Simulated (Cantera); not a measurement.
## Abatement and gas-phase synthesis: H₂O + SO₂ + N₂

Charge: 1 mol H₂O, 0.31 mol SO₂, 3.5 mol N₂, held at 875 K and 1.00 bar.

These are equilibrium values from Cantera (NASA tables, ideal gas, pure condensed phases), not measurements of a reactor. Candidate condensed phases: H₂O, H₂SO₄, S; 35 gas species. The numbers say what is thermodynamically allowed, not how fast it happens.

```json
{
  "x(N₂)": "0.728",
  "x(H₂O)": "0.208",
  "x(SO₂)": "0.0644",
  "gas_amount": "4.810 mol",
  "log10 activity of S(l) (absent)": "-6.55",
  "log10 activity of H₂SO₄(l) (absent)": "-10.01"
}
```
